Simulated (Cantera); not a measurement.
Standard-state values (1 bar) from the NASA 1993 polynomials, evaluated with Cantera. Values are per mole of reaction as written; species without (g) are pure solids or liquids, kept so even where they would boil at 1 bar. ZrN: taken at fixed stoichiometry.

Task: Between 1000 and 1400 K, where is each reaction favourable under standard conditions?
- ZrN + 3 H(g) + 2 O(g) ⇌ NH3(g) + ZrO2

Result: 
- ZrN + 3 H(g) + 2 O(g) ⇌ NH3(g) + ZrO2: ΔG° is -1446 kJ at 1000 K and -1240 kJ at 1400 K; it stays negative (K > 1). ΔH° is -1965 kJ and ΔS° -517 J/K at 1400 K.
